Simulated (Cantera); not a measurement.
A closed system holds: 1 mol SiCl₄, 1.2 mol Cl₂, 5.2 mol H₂, 0.78 mol HCl, held at 1373 K and 7.40 bar.

Method: chemical equilibrium by Gibbs-energy minimisation in Cantera with the NASA 1993 tables (ideal gas, pure condensed phases). Candidate condensed phases: Si; 19 gas species. The tables' values for SiCl₃ are old estimates; treat these amounts as uncertain. Kinetics and transport are ignored.

Base state: H₂ 0.478, HCl 0.400, SiCl₄ 0.111, SiHCl₃ 0.00839, SiCl₃ 0.00250, SiCl₂ 0.000260, SiH₂Cl₂ 9.39e-5 (mole fractions); condensed: gas only.

Problem. What changes in the equilibrium state with this change: temperature from 1373 K to 1250 K?

Solution. 
```tsv
species	before	after
H₂	0.478	0.483
HCl	0.400	0.394
SiCl₄	0.111	0.116
SiCl₂	0.000260	2.25e-5
SiCl₃	0.00250	0.000605
SiH₂Cl₂	9.39e-5	3.01e-5
```

Problem. What changes in the equilibrium state with this change: pressure from 7.40 bar to 0.100 bar?

Solution. 
| species | before | after |
|---|---|---|
| H₂ | 0.478 | 0.453 |
| HCl | 0.400 | 0.427 |
| SiCl₄ | 0.111 | 0.0863 |
| SiCl₂ | 0.000260 | 0.0124 |
| SiCl₃ | 0.00250 | 0.0152 |
| SiH₂Cl₂ | 9.39e-5 | 5.75e-5 |
| SiHCl₃ | 0.00839 | 0.00579 |

Problem. What changes in the equilibrium state with this change: Cl₂ from 1.2 to 0.53 mol?

Solution. 
| species | before | after |
|---|---|---|
| H₂ | 0.478 | 0.601 |
| HCl | 0.400 | 0.267 |
| SiCl₄ | 0.111 | 0.112 |
| SiHCl₃ | 0.00839 | 0.0159 |
| SiH₂Cl₂ | 9.39e-5 | 0.000335 |
| SiCl₂ | 0.000260 | 0.000740 |
| SiCl₃ | 0.00250 | 0.00422 |
